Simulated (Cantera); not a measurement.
A closed system holds: 1 mol Fe, 0.14 mol H2O, 48 mol H2, at 1277 °C and 1.00 bar.

Method: chemical equilibrium by Gibbs-energy minimisation in Cantera with the NASA 1993 tables (ideal gas, pure condensed phases). Candidate condensed phases: Fe, FeO, Fe(OH)2, Fe(OH)3, Fe2O3, Fe3O4, H2O; 12 gas species. Equilibrium is a limit: real reactors are often held back by kinetics, nucleation or transport.

Base state: H2 0.997, H2O 0.00291, H 3.14e-5 (mole fractions); condensed: Fe(γ).

What changes in the equilibrium state with this change: Fe replaced by Al?


| species | before | after |
|---|---|---|
| H2 | 0.997 | 1.000 |
| H | 3.14e-5 | 3.15e-5 |
| Al | 0 | 2.93e-5 |
| H2O | 0.00291 | 1.54e-8 |
| AlH | 0 | 2.93e-5 |
| Al2O | 0 | 2.46e-5 |
| Fe(γ), mol | 1.000 | 0 |
| Al(l), mol | 0 | 0.902 |
| Al2O3(s), mol | 0 | 0.0463 |
Mutual solubility and eutectic melting of coexisting phases are not modelled. Further candidate phases: Al, Al2O3.
